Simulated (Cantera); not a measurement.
Mixture: CO : H2 : CH4 : O2 : N2 = 1 : 1 : 0.21 : 2.22 : 8.34 (molar parts), equivalence ratio 0.64, at 7.99 atm, adiabatic and at constant volume. Ignition delay is the time to a rise of 400 K.

Cantera simulation using GRI-Mech 3.0 (53 species, 325 reactions); the numbers are that mechanism's predictions, not measurements. Below about 1000 K GRI-Mech 3.0 lacks low-temperature oxidation paths. Below about 950 K walls govern HO2 and H2O2 in real vessels.

Question: What does this change do: 0.22 parts H2O added?

Answer: 
| quantity | before | after |
|---|---|---|
| delay at 925 K | 49.1 ms | 53.1 ms |
| delay at 1000 K | 6.54 ms | 7.49 ms |
| delay at 1075 K | 0.962 ms | 1.21 ms |
| delay at 1150 K | 0.150 ms | 0.208 ms |
| delay at 1225 K | 36.0 µs | 47.4 µs |
| delay at 1300 K | 14.0 µs | 16.9 µs |
| delay at 1375 K | 7.53 µs | 8.53 µs |
| apparent activation energy between 1225 and 1375 K | 150 kJ/mol | 160 kJ/mol |

Question: What does this change do: pressure from 7.99 atm to 22.7 atm?

Answer: 
| quantity | before | after |
|---|---|---|
| delay at 925 K | 49.1 ms | 30.3 ms |
| delay at 1000 K | 6.54 ms | 5.05 ms |
| delay at 1075 K | 0.962 ms | 1.03 ms |
| delay at 1150 K | 0.150 ms | 0.241 ms |
| delay at 1225 K | 36.0 µs | 62.9 µs |
| delay at 1300 K | 14.0 µs | 18.7 µs |
| delay at 1375 K | 7.53 µs | 6.86 µs |
| apparent activation energy between 1225 and 1375 K | 150 kJ/mol | 210 kJ/mol |
The pressure lies above the range GRI-Mech 3.0 was tuned for (to about 10 atm).
